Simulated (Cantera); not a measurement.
A perfectly stirred reactor is fed with CH2O : O2 : N2 = 0.018 : 0.019 : 1 (molar parts), equivalence ratio 0.95, at 1.00 bar; it is held at 1473 K, and followed from long to short residence time.

Cantera simulation using GRI-Mech 3.0 (53 species, 325 reactions); the numbers are that mechanism's predictions, not measurements. The temperature is held fixed by assumption; the heat of reaction is taken as removed at once.

Q: What does this change do: 0.097 parts H2O added?

A: 
```
quantity                  before     after
----------------------  --------  --------
x(CH2O) at τ = 4.00 s    2.74e-7   2.12e-7
x(O2) at τ = 4.00 s      0.00109  0.000986
x(NO) at τ = 4.00 s      6.50e-6   1.69e-6
x(N2O) at τ = 4.00 s     1.48e-7   8.07e-8
x(CO) at τ = 4.00 s     0.000212   8.16e-5
x(CH2O) at τ = 33.0 ms   3.39e-6   3.73e-6
x(O2) at τ = 33.0 ms     0.00228   0.00209
x(NO) at τ = 33.0 ms     5.36e-6   1.18e-6
x(N2O) at τ = 33.0 ms    9.82e-8   7.14e-8
x(CO) at τ = 33.0 ms     0.00205  0.000956
```

Q: What does this change do: CH2O 0.018 to 0.0065 parts?

A: 
```csv
quantity,before,after
x(CH2O) at τ = 4.00 s,2.74e-7,2.03e-7
x(O2) at τ = 4.00 s,0.00109,0.0122
x(NO) at τ = 4.00 s,6.50e-6,3.17e-6
x(N2O) at τ = 4.00 s,1.48e-7,4.02e-7
x(CO) at τ = 4.00 s,0.000212,1.91e-5
x(CH2O) at τ = 33.0 ms,3.39e-6,3.57e-6
x(O2) at τ = 33.0 ms,0.00228,0.0123
x(NO) at τ = 33.0 ms,5.36e-6,1.54e-6
x(N2O) at τ = 33.0 ms,9.82e-8,6.19e-7
x(CO) at τ = 33.0 ms,0.00205,0.000449
```
